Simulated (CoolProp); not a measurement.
Vapour-liquid equilibrium of CHF3 (R23) (1) + R22 (2) at 20.4 kPa; x and y are mole fractions of (1).

Model: multi-fluid Helmholtz-energy mixture model, Penoncello 2003 and Kamei 1995; pair parameters Bell 2016, in CoolProp.

```tsv
x	bubble temperature (°C)	y at the bubble point	dew temperature at overall composition x (°C)	liquid density (mol/L)
0.05	-77.7	0.425	-70.8	17.62
0.2	-90.0	0.806	-73.2	18.44
0.35	-95.9	0.901	-76.0	19.11
0.5	-99.3	0.941	-79.4	19.72
0.65	-101.7	0.963	-83.7	20.34
0.8	-103.5	0.979	-89.7	20.98
0.95	-105.2	0.995	-100.3	21.66
```

No azeotrope shows between x = 0.05 and 0.95.

The pair parameters rest on a limited set of measurements; away from them the model extrapolates.
